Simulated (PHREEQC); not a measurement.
1 kg of water holding 0.25 mol K2SO4, 0.061 mol KCl and 0.024 mol KHCO3 is evaporated at 30 °C; the solids stay in contact with the brine. CO2 is held at log p = -3.4 (atm). Only these solids could form: Arcanite, Kalicinite, Misenite, Sylvite.

All values are PHREEQC results (Pitzer model, pitzer.dat), not measurements.

```json
[
 {"water left (kg)": "1", "ionic strength": "0.839", "water activity": "0.988", "Arcanite (mol)": "0", "Sylvite (mol)": "0"},
 {"water left (kg)": "0.5553", "ionic strength": "1.51", "water activity": "0.979", "Arcanite (mol)": "0", "Sylvite (mol)": "0"},
 {"water left (kg)": "0.3752", "ionic strength": "2.05", "water activity": "0.972", "Arcanite (mol)": "0.0247", "Sylvite (mol)": "0"},
 {"water left (kg)": "0.2083", "ionic strength": "2.07", "water activity": "0.969", "Arcanite (mol)": "0.137", "Sylvite (mol)": "0"},
 {"water left (kg)": "0.1158", "ionic strength": "2.17", "water activity": "0.962", "Arcanite (mol)": "0.198", "Sylvite (mol)": "0"},
 {"water left (kg)": "0.06434", "ionic strength": "2.47", "water activity": "0.950", "Arcanite (mol)": "0.229", "Sylvite (mol)": "0"},
 {"water left (kg)": "0.04353", "ionic strength": "2.92", "water activity": "0.934", "Arcanite (mol)": "0.239", "Sylvite (mol)": "0"},
 {"water left (kg)": "0.02426", "ionic strength": "4.33", "water activity": "0.890", "Arcanite (mol)": "0.247", "Sylvite (mol)": "0"},
 {"water left (kg)": "0.01356", "ionic strength": "6.81", "water activity": "0.816", "Arcanite (mol)": "0.249", "Sylvite (mol)": "0.00570"},
 {"water left (kg)": "0.009222", "ionic strength": "7.62", "water activity": "0.805", "Arcanite (mol)": "0.250", "Sylvite (mol)": "0.0269"},
 {"water left (kg)": "0.005205", "ionic strength": "9.65", "water activity": "0.772", "Arcanite (mol)": "0.250", "Sylvite (mol)": "0.0462"}
]
```

Arcanite from water left = 0.3752 kg (pH 9.45); Sylvite from water left = 0.01356 kg (pH 10.27).
